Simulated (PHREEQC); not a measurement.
Leach liquor (model solution)

Make-up at 25 °C: 0.0051 mol/kgw H2SO4, 0.086 mol/kgw FeSO4 and 0.015 mol/kgw NH4HSO4. Closed to the air; pH follows from the charge balance.

The numbers come from PHREEQC with the ion-association model, phreeqc.dat.

This is a speciation only: nothing precipitates in the calculation.

What pH does the model give?

pH 2.14.

In which forms is N present?

NH4+ 86 %, NH4SO4- 14 % of the N.

Complexes and solids missing from the database can't appear.
